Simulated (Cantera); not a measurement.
A closed system holds: 1 mol Si2H6, 2.4 mol O3, 2.8 mol N2, held at 600 °C and 22.0 Pa.

Cantera equilibrium calculation (NASA polynomials, part measured and part estimated; ideal gas, pure solids and liquids). Candidate condensed phases: H2O, Si, SiO2, Si2N2O, Si3N4; 35 gas species. The feed counts by its element totals alone. Equilibrium is a limit: real reactors are often held back by kinetics, nucleation or transport.

Base state: H2O 0.508, N2 0.475, O2 0.0169 (mole fractions); condensed: SiO2(β-quartz).

Question: What changes in the equilibrium state with this change: O3 from 2.4 to 0.39 mol?

Answer: 
```tsv
species	before	after
H2	<1e-9	0.618
N2	0.475	0.382
H2O	0.508	1.93e-6
O2	0.0169	<1e-9
SiO2(β-quartz), mol	2.00	0.113
Si2N2O(s), mol	0	0.943
```
N2 is the only nitrogen source here; it is nearly inert below about 1500 K, so the nitride shown seldom forms there in practice.
